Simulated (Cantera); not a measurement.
Input: 1 mol AlN, 2.3 mol N2, equilibrated at 2177 °C.

These are equilibrium values from Cantera (NASA tables, ideal gas, pure condensed phases), not measurements of a reactor. Candidate condensed phases: Al, AlN; 5 gas species. Equilibrium is a limit: real reactors are often held back by kinetics, nucleation or transport.

x: gas mole fraction; n: condensed amount in mol.

```
P (Pa)    x N2      x Al  x Al2      x N    x AlN  n AlN(s)
-------  -----  --------  -----  -------  -------  --------
1        0.737     0.263      …  4.95e-5  1.04e-9         0
7.20     0.737     0.263      …  1.84e-5  2.80e-9         0
52       0.737     0.263      …  6.86e-6  7.52e-9         0
370      0.737     0.263      …  2.57e-6  2.00e-8         0
2700     0.737     0.263      …  9.52e-7  5.41e-8         0
19000    0.737     0.262      …  3.59e-7  1.43e-7         0
140000   0.987    0.0129      …  1.53e-7  2.20e-8     0.970
1000000  0.999  0.000669      …  5.76e-8  3.09e-9     0.998
```

### Question
Fill in the missing entries.

### Answer

- 1, x Al2: 3.11e-8
- 7.20, x Al2: 2.24e-7
- 52, x Al2: 1.62e-6
- 370, x Al2: 1.15e-5
- 2700, x Al2: 8.38e-5
- 19000, x Al2: 0.000586
- 140000, x Al2: 1.04e-5
- 1000000, x Al2: 2.01e-7
